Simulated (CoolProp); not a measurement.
Values from CoolProp's reference Helmholtz-energy equation of state, Zhou 2016.

For R245ca, give the phase and the cp (kJ/(kg K)), cv (kJ/(kg K)) at 450 K and 0.0299 MPa; 450 K and 0.41 MPa; 450 K and 1.97 MPa.


- 450 K and 0.0299 MPa: gas; cp 1.17, cv 1.10
- 450 K and 0.41 MPa: gas; cp 1.18, cv 1.11
- 450 K and 1.97 MPa: gas; cp 1.32, cv 1.15
